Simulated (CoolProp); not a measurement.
Computed with CoolProp (reference Helmholtz-energy equation of state, Lemmon 2009).

### Question
Give the vapour pressure (MPa), liquid density (kg/m³), liquid cp (kJ/(kg K)) of saturated propane at 258.3, 264.2 K.

### Answer
```tsv
T (K)	p (MPa)	liquid density (kg/m³)	liquid cp (kJ/(kg K))
258.3	0.293	548	2.39
264.2	0.357	540	2.43
```
